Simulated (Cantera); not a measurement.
**Gas-phase reforming**

An isothermal, constant-pressure homogeneous reactor starts with 28.6 % CH4, 71.4 % H2O, at 1250 K and 0.580 bar.

Detailed kinetics in Cantera: GRI-Mech 3.0 (53 species, 325 reactions).

```
t (s)     x CH4  x H2O   x CH2CO    x C2H6    x O2      x CO
--------  -----  -----  --------  --------  ------  --------
0.000500  0.286  0.714    <1e-12  6.81e-10  <1e-12    <1e-12
0.00115   0.286  0.714    <1e-12   8.18e-9  <1e-12    <1e-12
0.00266   0.286  0.714    <1e-12   9.04e-8  <1e-12    <1e-12
0.00613   0.286  0.714    <1e-12   7.32e-7  <1e-12  1.35e-12
0.0141    0.286  0.714    <1e-12   3.26e-6  <1e-12  2.20e-11
0.0326    0.286  0.714    <1e-12   9.47e-6  <1e-12  1.93e-10
0.0751    0.286  0.714    <1e-12   2.35e-5  <1e-12   1.39e-9
0.173     0.286  0.714  3.05e-12   5.41e-5  <1e-12   1.02e-8
0.399     0.285  0.714  8.62e-11  0.000114  <1e-12   8.32e-8
0.921     0.285  0.714   2.51e-9  0.000197  <1e-12   6.70e-7
2.12      0.284  0.714   4.80e-8  0.000245  <1e-12   3.80e-6
4.90      0.281  0.713   4.54e-7  0.000238  <1e-12   1.43e-5
11.3      0.275  0.709   1.94e-6  0.000210  <1e-12   5.49e-5
26.0      0.262  0.702   4.49e-6  0.000166  <1e-12  0.000230
60.0      0.237  0.687   7.39e-6  0.000116  <1e-12  0.000848
```
x: mole fraction; the columns are a selection and need not sum to one.

Equilibrium at this temperature and pressure: CH4 6.59e-6, H2O 0.235, CH2CO 2.78e-12, C2H6 <1e-12, O2 <1e-12, CO 0.145 (gas phase only).
